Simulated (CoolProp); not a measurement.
Vapour-liquid equilibrium of propane (1) + toluene (2) at 0.0501 MPa; x and y are mole fractions of (1).

Model: multi-fluid Helmholtz-energy mixture model, Lemmon 2009 and Lemmon 2006; pair parameters Bell 2016, in CoolProp.

| x | bubble temperature (°C) | y at the bubble point | dew temperature at overall composition x (°C) | liquid density (mol/L) |
|---|---|---|---|---|
| 0.05 | 1.7 | 0.980 | 86.0 | 9.720 |
| 0.2 | -38.3 | 0.999 | 80.8 | 10.57 |
| 0.35 | -47.1 | 1.000 | 74.9 | 11.14 |
| 0.5 | -50.5 | 1.000 | 67.7 | 11.68 |
| 0.65 | -52.3 | 1.000 | 58.5 | 12.23 |
| 0.8 | -53.8 | 1.000 | 45.3 | 12.78 |
| 0.95 | -56.0 | 1.000 | 17.3 | 13.36 |

No azeotrope shows between x = 0.05 and 0.95.

Pair parameters are fitted to limited data, so mixtures are less certain than the pure fluids. With so large a gap from Raoult's law the liquid may split in two, which this calculation doesn't test in full.
